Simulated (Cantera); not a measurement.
A freely propagating, adiabatic, planar premixed flame of 49.4 % H₂, 9.48 % O₂, 35.7 % N₂, 5.43 % H₂O, unburnt at 375 K and 0.280 bar; mixture-averaged transport, grid criteria slope 0.08 and curve 0.16, no radiation.

Cantera simulation using the H2/O2 subset of GRI-Mech 3.0, which has no nitrogen chemistry; the numbers are that mechanism's predictions, not measurements. Burning velocities carry a grid error of a few per cent, more on coarse grids.

x: mole fraction of selected species; z is measured from the peak of heat release.

```json
[
 {"z (mm)": "-5.75", "T (K)": "375", "u (m/s)": "3.04", "x H₂": "0.494", "x O₂": "0.0948", "x H₂O": "0.0543", "x H": "<1e-8", "x OH": "<1e-8", "x HO₂": "<1e-8"},
 {"z (mm)": "-3.83", "T (K)": "375", "u (m/s)": "3.04", "x H₂": "0.494", "x O₂": "0.0948", "x H₂O": "0.0543", "x H": "<1e-8", "x OH": "<1e-8", "x HO₂": "<1e-8"},
 {"z (mm)": "-2.87", "T (K)": "375", "u (m/s)": "3.04", "x H₂": "0.494", "x O₂": "0.0948", "x H₂O": "0.0543", "x H": "<1e-8", "x OH": "<1e-8", "x HO₂": "<1e-8"},
 {"z (mm)": "-1.92", "T (K)": "375", "u (m/s)": "3.04", "x H₂": "0.494", "x O₂": "0.0948", "x H₂O": "0.0543", "x H": "<1e-8", "x OH": "<1e-8", "x HO₂": "(withheld)"},
 {"z (mm)": "-0.958", "T (K)": "399", "u (m/s)": "3.21", "x H₂": "0.490", "x O₂": "0.0951", "x H₂O": "0.0554", "x H": "4.61e-5", "x OH": "3.30e-5", "x HO₂": "(withheld)"},
 {"z (mm)": "-0.479", "T (K)": "640", "u (m/s)": "5.03", "x H₂": "0.461", "x O₂": "0.0887", "x H₂O": "0.0762", "x H": "0.00506", "x OH": "0.000411", "x HO₂": "(withheld)"},
 {"z (mm)": "0", "T (K)": "985", "u (m/s)": "7.55", "x H₂": "0.393", "x O₂": "0.0642", "x H₂O": "0.134", "x H": "0.0309", "x OH": "0.000576", "x HO₂": "(withheld)"},
 {"z (mm)": "0.479", "T (K)": "1220", "u (m/s)": "9.30", "x H₂": "0.319", "x O₂": "0.0224", "x H₂O": "0.215", "x H": "0.0619", "x OH": "0.00114", "x HO₂": "(withheld)"},
 {"z (mm)": "0.958", "T (K)": "1324", "u (m/s)": "10.1", "x H₂": "0.294", "x O₂": "0.00431", "x H₂O": "0.250", "x H": "0.0700", "x OH": "0.00110", "x HO₂": "(withheld)"},
 {"z (mm)": "1.92", "T (K)": "1411", "u (m/s)": "10.7", "x H₂": "0.294", "x O₂": "0.000267", "x H₂O": "0.259", "x H": "0.0635", "x OH": "0.00117", "x HO₂": "(withheld)"},
 {"z (mm)": "3.83", "T (K)": "1499", "u (m/s)": "11.3", "x H₂": "0.302", "x O₂": "7.57e-5", "x H₂O": "0.261", "x H": "0.0513", "x OH": "0.00126", "x HO₂": "(withheld)"},
 {"z (mm)": "7.66", "T (K)": "1586", "u (m/s)": "11.9", "x H₂": "0.310", "x O₂": "4.95e-5", "x H₂O": "0.263", "x H": "0.0386", "x OH": "0.00123", "x HO₂": "(withheld)"},
 {"z (mm)": "15.3", "T (K)": "1663", "u (m/s)": "12.4", "x H₂": "0.318", "x O₂": "2.74e-5", "x H₂O": "0.265", "x H": "0.0270", "x OH": "0.00105", "x HO₂": "(withheld)"}
]
```

**Question.** Some entries are withheld; supply them.

**Answer.** 
- -1.92, x HO₂: 6.91e-8
- -0.958, x HO₂: 0.000140
- -0.479, x HO₂: 9.55e-5
- 0, x HO₂: 3.24e-5
- 0.479, x HO₂: 9.46e-6
- 0.958, x HO₂: 1.70e-6
- 1.92, x HO₂: 9.82e-8
- 3.83, x HO₂: 2.80e-8
- 7.66, x HO₂: 1.84e-8
- 15.3, x HO₂: 1.08e-8
